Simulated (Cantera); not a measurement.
What does this Cantera script print?

```python
import numpy as np
import cantera as ct

gas_names = """
    CL CLO CL2 O O2 O3 Ti TiCL TiCL2 TiCL3 TiCL4 TiO TiOCL TiOCL2 TiO2
""".split()
cond_names = """
    Ti(a) Ti(b) Ti(L) TiCL2(s) TiCL3(s) TiCL4(L) TiO(a) TiO(b) TiO(L) TiO2(ru) TiO2(L) Ti2O3(a) Ti2O3(b)
    Ti2O3(L) Ti3O5(a) Ti3O5(b) Ti3O5(L) Ti4O7(s) Ti4O7(L)
""".split()


# ... load() reads the species with a 1 bar reference pressure and builds the phases ...
atoms = {
    'TiO2': {'Ti': 1, 'O': 2},
    'Cl2': {'CL': 2},
    'O2': {'O': 2},
}
top_T = {'TiCL2(s)': 1300, 'TiCL3(s)': 1000}  # K; cautious upper limits of use, not melting points


# ... equilibrate(T, P, feed) seeds the gas with the atoms and calls Mixture.equilibrate('TP', solver="vcs", rtol=1e-11, max_steps=5000) ...
results = []
feed = {'TiO2': 1, 'Cl2': 0.016, 'O2': 0.29}  # mol
P = 3300  # Pa
for T in [798, 873, 948, 1023, 1098, 1173, 1248, 1323, 1398, 1473, 1548, 1623, 1698, 1773]:
    mix = equilibrate(T, P, feed)
    results.append((T, P, feed, dict(zip(mix.species_names, mix.species_moles))))

top = {s: max(r[3][s] / sum(r[3][g] for g in gas_names) for r in results) for s in gas_names}
cols = sorted((s for s in top if top[s] > 1e-06), key=lambda s: -top[s])[:9]
seen = [c for c in cond_names if any(r[3].get(c, 0) > 1e-12 for r in results)]
print("log10 of partial pressures in bar; condensed amounts in mol")
print(f"{'T/K':>10s}" + "".join(f"{s[:9]:>10s}" for s in cols + seen))
for T, P, feed, n in results:
    ng = sum(n[g] for g in gas_names)
    print(f"{T:10.4g}" + "".join(f"{np.log10(max(n[s] / ng * P / 1e5, 1e-99)):10.3f}" for s in cols)
          + "".join(f"{n.get(c, 0):10.4g}" for c in seen))
```

Result:

```
log10 of partial pressures in bar; condensed amounts in mol
       T/K        O2        CL       CL2         O       CLO  TiO2(ru)
       798    -1.505    -6.431    -2.763   -13.892    -8.095         1
       873    -1.505    -5.735    -2.763   -12.474    -7.524         1
       948    -1.505    -5.149    -2.764   -11.280    -7.043         1
      1023    -1.505    -4.648    -2.766   -10.259    -6.633         1
      1098    -1.505    -4.216    -2.771    -9.377    -6.281         1
      1173    -1.506    -3.842    -2.783    -8.608    -5.977         1
      1248    -1.507    -3.519    -2.805    -7.930    -5.716         1
      1323    -1.509    -3.242    -2.847    -7.329    -5.496         1
      1398    -1.511    -3.011    -2.917    -6.793    -5.316         1
      1473    -1.515    -2.827    -3.027    -6.312    -5.179         1
      1548    -1.519    -2.691    -3.187    -5.877    -5.085         1
      1623    -1.522    -2.600    -3.399    -5.482    -5.033         1
      1698    -1.524    -2.546    -3.650    -5.121    -5.015         1
      1773    -1.526    -2.517    -3.921    -4.790    -5.018         1
```

These are equilibrium values from Cantera (NASA tables, ideal gas, pure condensed phases), not measurements of a reactor. Condensed phases not in the tables: TiOCl.
